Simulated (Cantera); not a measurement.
Input (Python, Cantera) and output of one run.

```python
import numpy as np
import cantera as ct

gas_names = """
    Fe FeO O O2 O3 S SO SO2 SO3 S2 S2O S8
""".split()
cond_names = """
    Fe(a) Fe(c) Fe(d) Fe(L) FeO(s) FeO(L) FeS(a) FeS(b) FeS(c) FeS(L) FeSO4(s) FeS2(s) Fe2O3(s)
    Fe2S3O12(s) Fe3O4(s) S(cr1) S(cr2) S(L)
""".split()


# ... load() reads the species with a 1 bar reference pressure and builds the phases ...
atoms = {
    'FeS': {'Fe': 1, 'S': 1},
    'SO2': {'S': 1, 'O': 2},
    'O2': {'O': 2},
}
top_T = {'FeSO4(s)': 950, 'FeS2(s)': 1010, 'Fe2O3(s)': 1830, 'Fe2S3O12(s)': 1100, 'Fe3O4(s)': 1870}  # K; cautious upper limits of use, not melting points


# ... equilibrate(T, P, feed) seeds the gas with the atoms and calls Mixture.equilibrate('TP', solver="vcs", rtol=1e-11, max_steps=5000) ...
results = []
feed = {'FeS': 1, 'SO2': 0.76, 'O2': 0.36}  # mol
T = 875  # K
P = 120000  # Pa
mix = equilibrate(T, P, feed)
results.append((T, P, feed, dict(zip(mix.species_names, mix.species_moles))))
print(gas.report(threshold=0.0001))
for i in range(1, mix.n_phases):
    print(f"{mix.phase(i).name:16s} {mix.phase_moles(i):12.5e} mol")
```

Result:

```
       temperature   875 K
          pressure   1.2e+05 Pa
           density   1.057 kg/m^3
  mean mol. weight   64.084 kg/kmol
   phase of matter   gas

                          1 kg             1 kmol
                     ---------------   ---------------
          enthalpy       -4.1461e+06        -2.657e+08  J
   internal energy       -4.2596e+06       -2.7298e+08  J
           entropy            4639.3         2.973e+05  J/K
    Gibbs function       -8.2055e+06       -5.2584e+08  J
 heat capacity c_p            829.93             53186  J/K
 heat capacity c_v            700.19             44871  J/K

                      mass frac. Y      mole frac. X     chem. pot. / RT
                     ---------------   ---------------   ---------------
               SO2           0.99067           0.99108            -72.73
                S2         0.0072985         0.0072945           -16.271
               S2O         0.0020256         0.0016202           -48.569
     [   +9 minor]         1.781e-06        2.3176e-06

Fe(a)             0.00000e+00 mol
FeO(s)            0.00000e+00 mol
FeS(c)            0.00000e+00 mol
FeSO4(s)          0.00000e+00 mol
FeS2(s)           4.85002e-01 mol
Fe2O3(s)          0.00000e+00 mol
Fe2S3O12(s)       0.00000e+00 mol
Fe3O4(s)          1.71666e-01 mol
S(L)              0.00000e+00 mol
```

Method: chemical equilibrium by Gibbs-energy minimisation in Cantera with the NASA 1993 tables (ideal gas, pure condensed phases). Gases not in the tables: S3 to S7.
